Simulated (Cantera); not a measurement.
**Ignition delay**

Mixture: CH₄ : O₂ : N₂ = 1 : 2 : 6.6 (molar parts), at 6.22 atm, adiabatic and at constant volume. Ignition delay is the time to a rise of 400 K.

Model: GRI-Mech 3.0 (53 species, 325 reactions), integrated in Cantera.

```
T0 (K)  delay (ms)
------  ----------
1125          18.2
1225          4.85
1325          1.46
1425         0.492
1525         0.182
1625        0.0740
1725        0.0333
1825        0.0166
```

```json
{
 "apparent activation energy between 1625 and 1825 K": "180 kJ/mol"
}
```
